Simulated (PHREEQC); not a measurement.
## Copper plating or etch bath: an equilibrium model

Solution (25 °C): 0.015 mol CuSO4 and 0.00015 mol FeCl3 per kg of water. Closed to the air; pH follows from the charge balance.

Model: ion-association model, phreeqc.dat, run in PHREEQC.

Each row changes one thing in this solution. No solid was allowed to form.

```csv
case,pH,ionic strength (mol/kgw),Fe(OH)2+ (mol/kgw),FeOH+2 (mol/kgw),Fe+3 (mol/kgw),Fe2(OH)2+4 (mol/kgw),SI of Goethite (FeOOH),SI of Hematite (Fe2O3)
as made,3.94,0.0403,7.57e-5,4.47e-5,1.48e-6,2.40e-7,+6.41,+14.84
FeCl3 from 0.00015 to 3e-05 mol/kgw,4.46,0.0399,2.47e-5,4.39e-6,4.38e-8,2.31e-9,+6.45,+14.90
temperature from 25 to 50 °C,3.92,0.0391,0.000112,2.96e-5,2.70e-7,4.30e-8,+6.41,+14.94
CuSO4 from 0.015 to 0.0165 mol/kgw,3.95,0.0437,7.57e-5,4.43e-5,1.45e-6,2.47e-7,+6.42,+14.85
temperature from 25 to 90 °C,4.02,0.0379,0.000138,9.59e-6,1.23e-8,1.48e-9,+6.40,+15.06
CuSO4 left out,3.65,0.000521,8.46e-5,6.26e-5,2.48e-6,1.30e-7,+6.23,+14.47
CuSO4 from 0.015 to 0.15 mol/kgw,4.21,0.295,7.33e-5,3.78e-5,8.42e-7,3.65e-7,+6.61,+15.23
diluted 2-fold with water,4.09,0.0221,5.01e-5,1.87e-5,4.01e-7,3.09e-8,+6.40,+14.81
```

Complexes and solids missing from the database can't appear. Some of these states are supersaturated (in Fe(OH)3(a), Hematite (slow to form), Goethite (slow to form), for instance). At this temperature some constants are extrapolated from 25 °C, and those without enthalpy data are left unchanged.
